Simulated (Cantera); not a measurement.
**Adiabatic ignition**

An adiabatic, constant-pressure homogeneous reactor starts with 15.9 % CH₄, 17.6 % O₂, 66.5 % N₂, at 1225 K and 1.01 bar.

Computed with Cantera and GRI-Mech 3.0 (53 species, 325 reactions).

| t (s) | T (K) | x CH₄ | x O₂ | x H₂O | x H | x CO₂ | x NO₂ | x HCO |
|---|---|---|---|---|---|---|---|---|
| 6.00e-6 | 1225 | 0.159 | 0.176 | 1.47e-10 | 3.07e-11 | <1e-12 | <1e-12 | <1e-12 |
| 1.51e-5 | 1225 | 0.159 | 0.176 | 6.26e-10 | 3.40e-11 | <1e-12 | <1e-12 | <1e-12 |
| 3.82e-5 | 1225 | 0.159 | 0.176 | 3.24e-9 | 4.30e-11 | <1e-12 | <1e-12 | <1e-12 |
| 9.62e-5 | 1225 | 0.159 | 0.176 | 2.16e-8 | 7.03e-11 | <1e-12 | <1e-12 | <1e-12 |
| 0.000243 | 1225 | 0.159 | 0.176 | 1.78e-7 | 1.75e-10 | 1.98e-12 | <1e-12 | <1e-12 |
| 0.000612 | 1225 | 0.159 | 0.176 | 1.61e-6 | 6.85e-10 | 6.23e-11 | <1e-12 | <1e-12 |
| 0.00154 | 1225 | 0.159 | 0.176 | 1.28e-5 | 2.18e-9 | 1.84e-9 | <1e-12 | 1.09e-11 |
| 0.00389 | 1225 | 0.159 | 0.176 | 6.29e-5 | 3.63e-9 | 1.67e-8 | <1e-12 | 6.93e-11 |
| 0.00981 | 1226 | 0.159 | 0.176 | 0.000257 | 7.65e-9 | 9.51e-8 | <1e-12 | 3.11e-10 |
| 0.0247 | 1234 | 0.157 | 0.175 | 0.00156 | 3.80e-8 | 1.83e-6 | <1e-12 | 2.42e-9 |
| 0.0624 | 2400 | 8.56e-12 | 1.65e-5 | 0.146 | 0.00570 | 0.0223 | 1.46e-9 | 1.11e-7 |
| 0.157 | 2400 | 8.53e-12 | 1.65e-5 | 0.146 | 0.00570 | 0.0223 | 1.29e-9 | 1.11e-7 |
| 0.397 | 2400 | 8.53e-12 | 1.65e-5 | 0.146 | 0.00570 | 0.0223 | 1.29e-9 | 1.11e-7 |
| 1.00 | 2400 | 8.53e-12 | 1.65e-5 | 0.146 | 0.00570 | 0.0223 | 1.29e-9 | 1.11e-7 |
x: mole fraction; the columns are a selection and need not sum to one.

* **time of steepest temperature rise**: 44.3 ms
* **temperature at 1.00 s**: 2400 K
* **equilibrium temperature**: 2400 K
* **x(CH₄) at 1.00 s**: 8.53e-12 (gas-phase equilibrium 9.63e-12)
* **x(O₂) at 1.00 s**: 1.65e-5 (gas-phase equilibrium 1.65e-5)
* **x(H₂O) at 1.00 s**: 0.146 (gas-phase equilibrium 0.146)
